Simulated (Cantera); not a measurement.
Moist CO burnout

An isothermal, constant-pressure homogeneous reactor starts with 0.996 % CO, 2.93 % O₂, 37.5 % H₂O, 58.6 % N₂, equivalence ratio 0.17, at 1123 K and 5250 Torr.

Detailed kinetics in Cantera: GRI-Mech 3.0 (53 species, 325 reactions).

```
t (s)         x CO    x O₂  x H₂O     x N₂O    x H₂O₂      x NO
--------  --------  ------  -----  --------  --------  --------
9.00e-5    0.00996  0.0293  0.375    <1e-12  2.16e-11    <1e-12
0.000238   0.00996  0.0293  0.375    <1e-12  1.17e-10    <1e-12
0.000630   0.00996  0.0293  0.375  1.24e-12  5.01e-10    <1e-12
0.00167    0.00996  0.0293  0.375  6.12e-12   2.80e-9    <1e-12
0.00441    0.00994  0.0293  0.375  8.13e-11   8.54e-8    <1e-12
0.0117     0.00944  0.0290  0.375   1.66e-9   1.04e-6    <1e-12
0.0309     0.00797  0.0283  0.375   6.58e-9   8.95e-7    <1e-12
0.0816     0.00535  0.0271  0.376   1.64e-8   5.73e-7    <1e-12
0.216      0.00237  0.0256  0.376   3.01e-8   2.22e-7    <1e-12
0.571     0.000532  0.0247  0.377   3.92e-8   4.35e-8    <1e-12
1.51       3.01e-5  0.0244  0.377   3.00e-8   2.41e-9  3.10e-12
4.00      6.12e-11  0.0244  0.377   1.03e-8   1.79e-9  1.83e-11
```
x: mole fraction; the columns are a selection and need not sum to one.

Equilibrium at this temperature and pressure: CO 6.12e-11, O₂ 0.0244, H₂O 0.377, N₂O 5.22e-9, H₂O₂ 1.79e-9, NO 3.09e-5 (gas phase only).
